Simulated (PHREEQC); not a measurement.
Acid rinse or clean: speciation

Consider water at 25 °C with 1.2 mmol/kgw HF, 0.23 mmol/kgw AlCl3 and 0.29 mmol/kgw MgCl2. Closed to the air; pH follows from the charge balance.

Equilibrium calculation in PHREEQC: ion-association model, wateq4f.dat.

This is a speciation only: nothing precipitates in the calculation.

Problem. Predict the pH, ionic strength.

Solution. pH 3.07; ionic strength 0.00182 mol/kgw.

Problem. In which forms is Al present?

Solution. AlF3 69 %, AlF2+ 24 %, AlF4- 6.7 % of the Al.

Fluoro complexes past AlF4- and FeF3 are missing from the database.
